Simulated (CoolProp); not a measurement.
Saturation properties of vinyl chloride (Tc = 151.9 °C, pc = 5600 kPa, ω = 0.160).

Model: reference Helmholtz-energy equation of state, Thol 2022, in CoolProp.

```tsv
T (°C)	p (kPa)	liquid density (kg/m³)	vapour density (kg/m³)	enthalpy of vaporisation (kJ/kg)	liquid cp (kJ/(kg K))
-56.75	11.46	1045	0.4005	389.6	1.480
-51.85	15.48	1037	0.5296	385.7	1.477
-47.05	20.46	1028	0.6864	381.8	1.475
-42.15	26.82	1020	0.8826	377.9	1.473
-37.35	34.52	1011	1.115	374.1	1.473
-32.55	43.91	1003	1.394	370.2	1.473
-27.65	55.49	994.3	1.732	366.3	1.474
-22.85	69.07	985.9	2.121	362.5	1.476
-17.95	85.51	977.3	(withheld)	358.6	1.478
-13.15	(withheld)	968.8	3.112	354.7	1.481
-8.35	126.5	960.3	3.718	(withheld)	1.485
-3.45	152.6	951.5	4.426	346.8	1.490
1.35	182.0	942.9	5.215	342.8	1.495
```

Question: Complete the blanks.

Answer: 
- -17.95, vapour density (kg/m³): 2.585
- -13.15, p (kPa): 104.4
- -8.35, enthalpy of vaporisation (kJ/kg): 350.8

It boils at -13.9 °C under 1 atm.
